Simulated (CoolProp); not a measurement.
Vapour-liquid equilibrium of carbon dioxide (1) + isopentane (2) at -13.85 °C; x and y are mole fractions of (1).

Model: multi-fluid Helmholtz-energy mixture model, Span 1996 and Lemmon 2006; pair parameters Kunz 2012, in CoolProp.

```json
[
 {"x": "0.05", "bubble pressure (kPa)": "200.4", "y at the bubble point": "0.907", "dew pressure at overall composition x (kPa)": "19.25", "liquid density (mol/L)": "9.279"},
 {"x": "0.125", "bubble pressure (kPa)": "468.9", "y at the bubble point": "0.960", "dew pressure at overall composition x (kPa)": "20.91", "liquid density (mol/L)": "9.666"},
 {"x": "0.2", "bubble pressure (kPa)": "716.5", "y at the bubble point": "0.973", "dew pressure at overall composition x (kPa)": "22.88", "liquid density (mol/L)": "10.11"},
 {"x": "0.275", "bubble pressure (kPa)": "932.7", "y at the bubble point": "0.979", "dew pressure at overall composition x (kPa)": "25.26", "liquid density (mol/L)": "10.62"},
 {"x": "0.35", "bubble pressure (kPa)": "1115", "y at the bubble point": "0.983", "dew pressure at overall composition x (kPa)": "28.19", "liquid density (mol/L)": "11.20"},
 {"x": "0.425", "bubble pressure (kPa)": "1265", "y at the bubble point": "0.985", "dew pressure at overall composition x (kPa)": "31.88", "liquid density (mol/L)": "11.87"},
 {"x": "0.5", "bubble pressure (kPa)": "1392", "y at the bubble point": "0.987", "dew pressure at overall composition x (kPa)": "36.68", "liquid density (mol/L)": "12.64"},
 {"x": "0.575", "bubble pressure (kPa)": "1506", "y at the bubble point": "0.988", "dew pressure at overall composition x (kPa)": "43.17", "liquid density (mol/L)": "13.54"},
 {"x": "0.65", "bubble pressure (kPa)": "1616", "y at the bubble point": "0.989", "dew pressure at overall composition x (kPa)": "52.45", "liquid density (mol/L)": "14.58"},
 {"x": "0.725", "bubble pressure (kPa)": "1734", "y at the bubble point": "0.991", "dew pressure at overall composition x (kPa)": "66.82", "liquid density (mol/L)": "15.80"},
 {"x": "0.8", "bubble pressure (kPa)": "1868", "y at the bubble point": "0.993", "dew pressure at overall composition x (kPa)": "92.04", "liquid density (mol/L)": "17.24"},
 {"x": "0.875", "bubble pressure (kPa)": "2029", "y at the bubble point": "0.995", "dew pressure at overall composition x (kPa)": "147.8", "liquid density (mol/L)": "18.98"},
 {"x": "0.95", "bubble pressure (kPa)": "2221", "y at the bubble point": "0.998", "dew pressure at overall composition x (kPa)": "375.6", "liquid density (mol/L)": "21.10"}
]
```

No azeotrope shows between x = 0.05 and 0.95.

The pair parameters rest on a limited set of measurements; away from them the model extrapolates. The gap from Raoult's law changes sign with composition, which may be real or a fault of the pair parameters; it wasn't checked against measurements. With so large a gap from Raoult's law the liquid may split in two, which this calculation doesn't test in full.
